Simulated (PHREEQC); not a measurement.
# Buffer

A solution holds 0.02 mol/kgw H3BO3 and 0.000125 mol/kgw Na2CO3, at 25 °C. Closed to the air; pH follows from the charge balance.

Model: ion-association model, wateq4f.dat, run in PHREEQC.

This is a speciation only: nothing precipitates in the calculation.

### Question
What pH, ionic strength does the model give?

### Answer
pH 7.09; ionic strength 0.000250 mol/kgw.

### Question
In which forms is C present?

### Answer
HCO3- 85 %, CO2 15 % of the C.
